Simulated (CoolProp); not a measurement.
A closed Brayton cycle with nitrogen: compressor inlet 321.15 K and 2.7 MPa, high pressure 7.82 MPa, turbine inlet 770 K, compressor efficiency 0.85, turbine efficiency 0.9, recuperator effectiveness 0 (on enthalpy, no pinch check). Each further row changes one setting.

The numbers come from the reference Helmholtz-energy equation of state, Span 2000 in CoolProp.

```json
[
 {"case": "as stated", "thermal efficiency (%)": "15.1", "net work (kJ/kg)": "52.3", "compressor to turbine work": "0.73", "compressor exit (K)": "456.2", "turbine exit (K)": "595.8"},
 {"case": "turbine inlet 720 K", "thermal efficiency (%)": "(withheld)", "net work (kJ/kg)": "39.5", "compressor to turbine work": "(withheld)", "compressor exit (K)": "456.2", "turbine exit (K)": "(withheld)"},
 {"case": "compressor inlet 331.15 K", "thermal efficiency (%)": "14.4", "net work (kJ/kg)": "(withheld)", "compressor to turbine work": "(withheld)", "compressor exit (K)": "470.2", "turbine exit (K)": "595.8"},
 {"case": "high pressure 6.65 MPa", "thermal efficiency (%)": "13.7", "net work (kJ/kg)": "(withheld)", "compressor to turbine work": "(withheld)", "compressor exit (K)": "432.9", "turbine exit (K)": "(withheld)"},
 {"case": "recuperator effectiveness 0.5", "thermal efficiency (%)": "19.3", "net work (kJ/kg)": "52.3", "compressor to turbine work": "0.73", "compressor exit (K)": "456.2", "turbine exit (K)": "595.8"}
]
```

Question: What belongs in the gaps?

Answer: 
- turbine inlet 720 K, thermal efficiency (%): 13.6
- turbine inlet 720 K, compressor to turbine work: 0.78
- turbine inlet 720 K, turbine exit (K): 555.6
- compressor inlet 331.15 K, net work (kJ/kg): 47.8
- compressor inlet 331.15 K, compressor to turbine work: 0.75
- high pressure 6.65 MPa, net work (kJ/kg): 50.8
- high pressure 6.65 MPa, compressor to turbine work: 0.70
- high pressure 6.65 MPa, turbine exit (K): 619.6
